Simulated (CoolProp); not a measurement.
A single-stage vapour-compression cycle with n-hexane: evaporating at 301.15 K (dew point), condensing at 328.15 K (bubble point), superheat 8 K, subcooling 2 K, compressor efficiency 0.85, no pressure losses. Each further row changes one setting.

The numbers come from the reference Helmholtz-energy equation of state, Thol 2019 in CoolProp.

| case | cooling COP | pressure ratio | discharge temperature (K) | refrigerating effect (kJ/kg) | volumetric capacity (kJ/m³) |
|---|---|---|---|---|---|
| as stated | 8.75 | 2.81 | 331.2 | 319 | 249 |
| evaporating temperature 306.15 K | 11.1 | 2.28 | ___ | 328 | 311 |
| condensing temperature 323.15 K | 11.0 | ___ | ___ | 331 | 259 |
| subcooling 7 K | ___ | 2.81 | 331.2 | 331 | 259 |
| superheat 18 K | 8.92 | 2.81 | 341.2 | 337 | ___ |
| compressor efficiency 0.75 | ___ | 2.81 | ___ | 319 | 249 |

**Question.** What belongs in the gaps?

**Answer.** 
- evaporating temperature 306.15 K, discharge temperature (K): 331.9
- condensing temperature 323.15 K, pressure ratio: 2.36
- condensing temperature 323.15 K, discharge temperature (K): 327.4
- subcooling 7 K, cooling COP: 9.08
- superheat 18 K, volumetric capacity (kJ/m³): 254
- compressor efficiency 0.75, cooling COP: 7.72
- compressor efficiency 0.75, discharge temperature (K): 333.9
